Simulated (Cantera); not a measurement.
An isothermal, constant-pressure homogeneous reactor starts with H2 : O2 = 0.056 : 1 (molar parts), at 1425 K and 2.18 Torr. Integrator tolerance rtol = 1e-08.

Model: the H2/O2 subset of GRI-Mech 3.0, which has no nitrogen chemistry, integrated in Cantera. Radical loss at walls, strong at low pressure, is not modelled. The temperature is held fixed by assumption; the heat of reaction is taken as removed at once.

Q: What does this change do: temperature 1425 to 1223 K?

A: 
```json
[
 {"quantity": "x(H2) at 5.00 s", "before": "0.000145 (gas-phase equilibrium 6.88e-7)", "after": "4.23e-5 (gas-phase equilibrium 2.13e-8)"},
 {"quantity": "x(O2) at 5.00 s", "before": "0.939 (gas-phase equilibrium 0.945)", "after": "0.944 (gas-phase equilibrium 0.946)"},
 {"quantity": "x(OH) at 5.00 s", "before": "0.00264 (gas-phase equilibrium 0.000183)", "after": "0.000839 (gas-phase equilibrium 1.89e-5)"},
 {"quantity": "x(H) at 5.00 s", "before": "0.000334 (gas-phase equilibrium 1.06e-7)", "after": "7.26e-5 (gas-phase equilibrium 8.20e-10)"},
 {"quantity": "x(O) at 5.00 s", "before": "0.00546 (gas-phase equilibrium 2.52e-5)", "after": "0.00146 (gas-phase equilibrium 7.34e-7)"},
 {"quantity": "x(HO2) at 5.00 s", "before": "1.78e-7 (gas-phase equilibrium 5.84e-8)", "after": "2.06e-7 (gas-phase equilibrium 9.12e-9)"}
]
```

Q: What does this change do: temperature 1425 to 1100 K?

A: 
```tsv
quantity	before	after
x(H2) at 5.00 s	0.000145 (gas-phase equilibrium 6.88e-7)	1.44e-5 (gas-phase equilibrium 1.38e-9)
x(O2) at 5.00 s	0.939 (gas-phase equilibrium 0.945)	0.945 (gas-phase equilibrium 0.946)
x(OH) at 5.00 s	0.00264 (gas-phase equilibrium 0.000183)	0.000319 (gas-phase equilibrium 3.16e-6)
x(H) at 5.00 s	0.000334 (gas-phase equilibrium 1.06e-7)	1.85e-5 (gas-phase equilibrium 1.80e-11)
x(O) at 5.00 s	0.00546 (gas-phase equilibrium 2.52e-5)	0.000463 (gas-phase equilibrium 4.54e-8)
x(HO2) at 5.00 s	1.78e-7 (gas-phase equilibrium 5.84e-8)	2.03e-7 (gas-phase equilibrium 2.11e-9)
```
